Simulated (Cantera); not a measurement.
An isothermal, constant-pressure homogeneous reactor starts with 20.8 % C₃H₈, 79.2 % H₂, at 1523 K and 0.0133 bar.

Detailed kinetics in Cantera: GRI-Mech 3.0 (53 species, 325 reactions). GRI-Mech 3.0 was tuned for natural gas; its chemistry of propane as a main component is partial and can be far from experiment. GRI-Mech 3.0 stops at C3 and has no aromatics, soot or wall deposition, so with more carbon than oxygen in the feed, carbon stays in small species such as C2H2 where larger ones or solid carbon would form. Radical loss at walls, strong at low pressure, is not modelled.

**Question.** Predict: x(C₃H₈) at 2.00 s; x(H₂) at 2.00 s; x(C₂H₄) at 2.00 s; x(CH₂) at 2.00 s; x(CH₃) at 2.00 s; x(C₂H₆) at 2.00 s.

**Answer.** 
| Quantity | Result |
|---|---|
| x(C₃H₈) at 2.00 s | 3.02e-9 (gas-phase equilibrium 1.21e-12) |
| x(H₂) at 2.00 s | 0.725 (gas-phase equilibrium 0.805) |
| x(C₂H₄) at 2.00 s | 0.000792 (gas-phase equilibrium 0.000461) |
| x(CH₂) at 2.00 s | 3.58e-8 (gas-phase equilibrium 2.43e-9) |
| x(CH₃) at 2.00 s | 0.000338 (gas-phase equilibrium 1.27e-5) |
| x(C₂H₆) at 2.00 s | 1.64e-5 (gas-phase equilibrium 3.59e-8) |
